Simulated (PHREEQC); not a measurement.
## Acid mine or pickling water: speciation

Synthetic water in mg/L, 30 °C, pH 2.61, pe 11.1:

```tsv
constituent	mg/L
Na	289
K	621
Ca	232
Mg	245
Cl	416
S(6) as SO4	2660
Zn	62
Ni	25.1
Cu(2)	0.97
```

Valence states are taken as typed.

All values are PHREEQC results (ion-association model, wateq4f.dat), not measurements.

This is a speciation only: nothing precipitates in the calculation.

Task: What ionic strength, charge-balance error does the model give?

Result: ionic strength 0.0774 mol/kgw; charge-balance error 1.1 %.

Task: In which forms is Ni present?

Result: Ni+2 64 %, NiSO4 35 %, NiCl+ 0.7 % of the Ni.
